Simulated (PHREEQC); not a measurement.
## Hard or scaling water: an equilibrium model

Make-up at 20 °C: 0.00014 mol CaSO4, 0.0085 mol Na2HPO4 and 7.3e-05 mol MgSO4 per kg of water. Closed to the air; pH follows from the charge balance.

Model: ion-association model, wateq4f.dat, run in PHREEQC.

Each row changes one thing in this solution. This is a speciation only: nothing precipitates in the calculation.

```csv
case,pH,ionic strength (mol/kgw),SO4-2 (mol/kgw),Ca+2 (mol/kgw),NaSO4- (mol/kgw),CaSO4 (mol/kgw),SI of Gypsum (CaSO4:2H2O),SI of Mirabilite (Na2SO4:10H2O)
as made,8.86,0.0253,0.000203,3.11e-5,9.17e-6,3.72e-7,-4.13,-6.27
Na2HPO4 replaced by NaCl at the same molality,7.08,0.00932,…,0.000138,5.67e-6,2.45e-6,-3.31,-6.74
diluted 2-fold with water,8.91,0.0127,0.000103,2.02e-5,2.72e-6,1.64e-7,-4.48,-7.07
MgSO4 left out,8.97,0.0252,0.000134,…,6.04e-6,2.12e-7,-4.37,-6.46
MgSO4 from 7.3e-05 to 0.000365 mol/kgw,8.62,…,0.000480,4.03e-5,2.16e-5,1.13e-6,-3.64,-5.90
diluted 100-fold with water,8.63,0.000260,2.13e-6,1.31e-6,1.63e-9,4.58e-10,-7.04,-11.91
CaSO4 from 0.00014 to 0.000126 mol/kgw,8.88,0.0252,0.000190,2.74e-5,8.57e-6,…,-4.21,-6.30
```

Task: Complete the blanks.

Result: 
- Na2HPO4 replaced by NaCl at the same molality, SO4-2 (mol/kgw): 0.000204
- MgSO4 left out, Ca+2 (mol/kgw): 2.69e-5
- MgSO4 from 7.3e-05 to 0.000365 mol/kgw, ionic strength (mol/kgw): 0.0255
- CaSO4 from 0.00014 to 0.000126 mol/kgw, CaSO4 (mol/kgw): 3.06e-7

Some of these states are supersaturated (in Hydroxyapatite, for instance). H3PO4, which wateq4f.dat lacks, is added to it with the constant of phreeqc.dat.
